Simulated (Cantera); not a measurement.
## Premixed flame

A freely propagating, adiabatic, planar premixed flame of 54.1 % H2, 9.68 % O2, 36.3 % N2, unburnt at 325 K and 760 Torr; mixture-averaged transport, grid criteria slope 0.08 and curve 0.16, no radiation.

Detailed kinetics in Cantera: the H2/O2 subset of GRI-Mech 3.0, which has no nitrogen chemistry. Burning velocities carry a grid error of a few per cent, more on coarse grids.

| z (mm) | T (K) | u (m/s) | x H2 | x O2 | x OH | x O | x H | x HO2 |
|---|---|---|---|---|---|---|---|---|
| -1.10 | 325 | 2.78 | 0.541 | 0.0968 | <1e-8 | <1e-8 | <1e-8 | <1e-8 |
| -0.736 | 325 | 2.78 | 0.541 | 0.0968 | <1e-8 | <1e-8 | <1e-8 | <1e-8 |
| -0.552 | 325 | 2.78 | 0.541 | 0.0968 | <1e-8 | <1e-8 | <1e-8 | 1.02e-8 |
| -0.368 | 326 | 2.78 | 0.540 | 0.0968 | <1e-8 | 1.25e-8 | <1e-8 | 3.80e-7 |
| -0.184 | 371 | 3.13 | 0.533 | 0.0977 | 1.92e-5 | 2.69e-6 | 1.15e-5 | 0.000173 |
| -0.0921 | 648 | 5.30 | 0.503 | 0.0912 | 0.000525 | 0.000108 | 0.00297 | 0.000251 |
| 0 | 1005 | 8.02 | 0.449 | 0.0692 | 0.000554 | 0.000643 | 0.0185 | 9.22e-5 |
| 0.0921 | 1259 | 9.99 | 0.391 | 0.0346 | 0.000962 | 0.00118 | 0.0400 | 3.82e-5 |
| 0.184 | 1393 | 11.0 | 0.360 | 0.0115 | 0.000982 | 0.000701 | 0.0511 | 1.21e-5 |
| 0.368 | 1500 | 11.9 | 0.350 | 0.000999 | 0.000883 | 0.000161 | 0.0498 | 9.78e-7 |
| 0.736 | 1587 | 12.5 | 0.356 | 4.39e-5 | 0.000872 | 8.17e-5 | 0.0394 | 4.48e-8 |
| 1.47 | 1668 | 13.0 | 0.364 | 1.28e-5 | 0.000771 | 4.83e-5 | 0.0281 | 1.58e-8 |
| 2.95 | 1734 | 13.5 | 0.370 | 6.08e-6 | 0.000593 | 2.33e-5 | 0.0184 | <1e-8 |
x: mole fraction of selected species; z is measured from the peak of heat release.

The laminar burning velocity comes out as 278 cm/s, the thermal thickness is 0.368 mm and the peak x(OH) is 0.00102. The peak x(O) is 0.00119 and the peak x(H) is 0.0525. The peak x(HO2) is 0.000401.
